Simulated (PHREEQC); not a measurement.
A PHREEQC speciation (ion-association model, phreeqc.dat) at 25 °C gives pH 1.07 and these molalities:

| species | mol/kgw |
|---|---|
| H+ | 0.106 |
| HSO4- | 0.0936 |
| SO4-2 | 0.0292 |
| Cu+2 | 0.0228 |
| CuSO4 | 0.0122 |

Q: What are the element totals, and what could have been dissolved in 1 kg of water to give them?

A: This is not unique; one that fits is totals Cu(2) 0.0350, S(6) 0.135 mol/kgw, from 0.035 mol CuSO4 and 0.1 mol H2SO4 per kg of water.

This is a speciation only: nothing precipitates in the calculation.
